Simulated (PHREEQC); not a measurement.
Dissolve 0.99 mol NaHSO4, 0.0021 mol NH4HCO3, 0.00066 mol (NH4)2SO4 and 0.014 mol NaHS per kg of water at 4.2 °C. Closed to the air; pH follows from the charge balance.

Computed with PHREEQC (ion-association model, wateq4f.dat).

This is a speciation only: nothing precipitates in the calculation.

### Question
Estimate the pH.

### Answer
pH 0.64.

### Question
In which forms is Na present?

### Answer
Na+ 88 %, NaSO4- 12 % of the Na.

Examples of supersaturated solids here: Mirabilite. Others may be too. Caution: at this ionic strength the ion-association model is outside its range; a Pitzer model would be the better tool where its parameters exist. Away from 25 °C the constants follow the database's enthalpies or fits; those with neither stay at their 25 °C values. The polysulfide entries of wateq4f.dat were taken out for this run.
